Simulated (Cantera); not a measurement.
Charge: 1 mol SiC, 0.23 mol N2O, 330 mol H2, equilibrated at 1975 °C and 2.90 Pa.

Equilibrium computed with Cantera from the NASA thermochemical tables; the gas is ideal and each condensed phase is pure. Candidate condensed phases: C, C6H6, C7H8, C8H18, H2O, Si, SiC, SiO2, Si2N2O, Si3N4; 151 gas species. Kinetics and transport are ignored.

Base state: H 0.719, H2 0.278, Si 0.00184, CO 0.000444, C2H2 (acetylene) 0.000368, N2 0.000320, HCN 0.000209, SiC2 8.48e-5 (mole fractions); condensed: gas only.

**Question.** What changes in the equilibrium state with this change: temperature from 1975 °C to 950 °C?

**Answer.** 
```
species             before     after
----------------  --------  --------
H2                   0.278     0.999
N2                0.000320  0.000654
CO                0.000444  0.000369
H                    0.719   5.58e-5
Si                 0.00184   8.72e-9
SiO                8.09e-9  0.000286
C2H2 (acetylene)  0.000368     <1e-9
SiC2               8.48e-5     <1e-9
C                  7.68e-5     <1e-9
C3                 5.46e-5     <1e-9
C2H                3.76e-5     <1e-9
SiC(s), mol              0     0.878
Si2N2O(s), mol           0    0.0137
```
Mutual solubility and eutectic melting of coexisting phases are not modelled.
